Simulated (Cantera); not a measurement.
Mixture: H₂ : O₂ : N₂ = 1 : 0.893 : 3.66 (molar parts), at 1.00 bar, adiabatic and at constant pressure. Ignition delay is the time to a rise of 400 K.

Cantera simulation using GRI-Mech 3.0 (53 species, 325 reactions); the numbers are that mechanism's predictions, not measurements. Where the delays flatten at high temperature, the 400 K rule measures the pace of heat release, not the induction time.

Question: What does this change do: constant volume in place of constant pressure?

Answer: 
```csv
quantity,before,after
delay at 1025 K,0.209 ms,0.202 ms
delay at 1125 K,82.3 µs,78.1 µs
delay at 1225 K,48.2 µs,44.3 µs
delay at 1325 K,34.1 µs,30.0 µs
delay at 1425 K,27.8 µs,23.0 µs
delay at 1525 K,25.4 µs,19.7 µs
delay at 1625 K,25.2 µs,18.5 µs
```

Question: What does this change do: H2 1 to 1.6 parts?

Answer: 
```
quantity           before     after
---------------  --------  --------
delay at 1025 K  0.209 ms  0.206 ms
delay at 1125 K   82.3 µs   78.5 µs
delay at 1225 K   48.2 µs   44.4 µs
delay at 1325 K   34.1 µs   30.1 µs
delay at 1425 K   27.8 µs   23.2 µs
delay at 1525 K   25.4 µs   19.9 µs
delay at 1625 K   25.2 µs   18.6 µs
```
